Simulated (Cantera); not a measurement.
**Reactions in the system H-Nb-O**

Standard-state values (1 bar) from the NASA 1993 polynomials, evaluated with Cantera. Values are per mole of reaction as written; species without (g) are pure solids or liquids, kept so even where they would boil at 1 bar.

4 NbO2 + 2 OH(g) ⇌ H2(g) + 2 Nb2O5

```csv
T (K),ΔH° (kJ),ΔS° (J/K),ΔG° (kJ),log10 K
775,-696.1,-176.3,-559.5,37.71
875,-697.2,-177.6,-541.8,32.34
975,-699.5,-180.1,-523.9,28.07
1075,-702.8,-183.3,-505.7,24.57
1175,-721.2,-200.1,-486.1,21.61
```

2 O3(g) + 3 Nb ⇌ 3 NbO2(g)

```
T (K)  ΔH° (kJ)  ΔS° (J/K)  ΔG° (kJ)  log10 K
-----  --------  ---------  --------  -------
775      -894.4      210.1   -1057.2    71.25
875      -897.0      206.9   -1078.0    64.35
975      -899.8      203.9   -1098.5    58.85
1075     -902.6      201.1   -1118.8    54.36
1175     -905.4      198.6   -1138.8    50.62
```
